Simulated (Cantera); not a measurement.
Thermodynamics of silicon etching in halogen gases, feed Si + Cl2 + N2

A closed system holds: 1 mol Si, 0.75 mol Cl2, a varied amount of N2, at 1450 °C and 7.50 Torr.

Method: chemical equilibrium by Gibbs-energy minimisation in Cantera with the NASA 1993 tables (ideal gas, pure condensed phases). Candidate condensed phases: Si, Si3N4; 13 gas species. The tables' values for SiCl3, SiCl are old estimates; treat these amounts as uncertain. Kinetics and transport are ignored.

```csv
n(N2) (mol),x N2,x SiCl2,x SiCl3,x SiCl4,x Cl,x SiCl,n Si3N4(s)
1.4,0.624,0.363,0.0117,0.000703,0.000632,0.000322,0.0877
1.8,0.687,0.302,0.00915,0.000520,0.000596,0.000285,0.0874
2.2,0.732,0.259,0.00741,0.000398,0.000564,0.000258,0.0872
2.6,0.766,0.227,0.00616,0.000315,0.000535,0.000238,0.0870
3.2,0.803,0.191,0.00484,0.000231,0.000499,0.000215,0.0868
3.9,0.834,0.161,0.00381,0.000169,0.000465,0.000195,0.0866
4.8,0.862,0.135,0.00294,0.000120,0.000429,0.000176,0.0863
5.8,0.883,0.114,0.00230,8.72e-5,0.000398,0.000161,0.0861
7.1,0.903,0.0947,0.00176,6.13e-5,0.000366,0.000146,0.0859
8.7,0.920,0.0785,0.00134,4.27e-5,0.000335,0.000132,0.0857
11,0.935,0.0631,0.000968,2.78e-5,0.000302,0.000117,0.0855
13,0.945,0.0539,0.000766,2.04e-5,0.000280,0.000108,0.0853
16,0.955,0.0442,0.000571,1.39e-5,0.000254,9.76e-5,0.0852
```
x: gas mole fraction; n: condensed amount in mol.

From 1.4 mol N2 to 16 mol N2 the condensed part is Si3N4(s). The main Si-bearing gas is SiCl2 throughout.
